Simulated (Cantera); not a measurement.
Reactions in the system N-Nb-O

Source: NASA polynomial tables (part measured, part estimated), evaluated in Cantera. Values are per mole of reaction as written; species without (g) are pure solids or liquids, kept so even where they would boil at 1 bar.

N₂(g) + NbO₂(g) ⇌ Nb + 2 NO(g)

| T (K) | ΔH° (kJ) | ΔS° (J/K) | ΔG° (kJ) | log10 K |
|---|---|---|---|---|
| 1948 | 397.0 | 9.1 | 379.3 | -10.17 |
| 1973 | 397.4 | 9.3 | 379.0 | -10.03 |
| 1998 | 397.7 | 9.5 | 378.8 | -9.90 |
| 2023 | 398.0 | 9.6 | 378.5 | -9.77 |
| 2048 | 398.4 | 9.8 | 378.3 | -9.65 |
| 2073 | 398.7 | 10.0 | 378.1 | -9.53 |
| 2098 | 399.0 | 10.1 | 377.8 | -9.41 |
| 2123 | 399.4 | 10.3 | 377.6 | -9.29 |
